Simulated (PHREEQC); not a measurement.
A PHREEQC input (ion-association model, phreeqc.dat):

```
SOLUTION 1
  temp 293.15
  units mg/L
  pH 6.29
  pe 12.3
  Na 99.5
  K 0.754
  Ca 88.4
  Mg 2.85
  Cl 49.9
  S(6) 36.9 as SO4
  Alkalinity 430 as HCO3
  B 0.0924
  Zn 0.865
END
USE solution 1
EQUILIBRIUM_PHASES 1
  Gypsum 0 0
  Quartz 0 0.5
  CO2(g) -3.4 10
END
```

It stops with these messages:

```
WARNING: Maximum iterations exceeded, 100
WARNING: Maximum iterations exceeded, 100
WARNING: The program has failed to converge to a numerical solution.
ERROR:           Alkalinity has not converged. Total: 7.051976e-03	Calculated: -1.715656e-05	Residual: 7.069132e-03
ERROR: Is non-carbonate alkalinity greater than total alkalinity?
ERROR:                    B has not converged. Total: 8.553708e-06	Calculated: 8.673866e-06	Residual: -1.201584e-07
ERROR:                   Ca has not converged. Total: 2.207154e-03	Calculated: 5.004506e-07	Residual: 2.206654e-03
ERROR:                   Cl has not converged. Total: 1.408496e-03	Calculated: 1.561776e-03	Residual: -1.532801e-04
ERROR:                    K has not converged. Total: 1.929659e-05	Calculated: 2.147939e-05	Residual: -2.182802e-06
ERROR:                   Mg has not converged. Total: 1.173093e-04	Calculated: 5.055566e-05	Residual: 6.675360e-05
ERROR:                   Na has not converged. Total: 4.331078e-03	Calculated: 2.659811e-03	Residual: 1.671267e-03
ERROR:                 S(6) has not converged. Total: 3.843916e-04	Calculated: 1.803308e-04	Residual: 2.040608e-04
ERROR:                   Zn has not converged. Total: 1.324176e-05	Calculated: 3.106270e-07	Residual: 1.293113e-05
ERROR:               A(H2O) Activity of water has not converged. 	Residual: 1.600008e+01
ERROR: Model failed to converge for initial solution  1.
```

What went wrong, and how is it mended?

The fault: the temperature typed in kelvin. The line should read `temp 20` where the input has `temp 293.15`. With the mend the run ends at pH 8.90 and ionic strength 0.0107 mol/kgw.
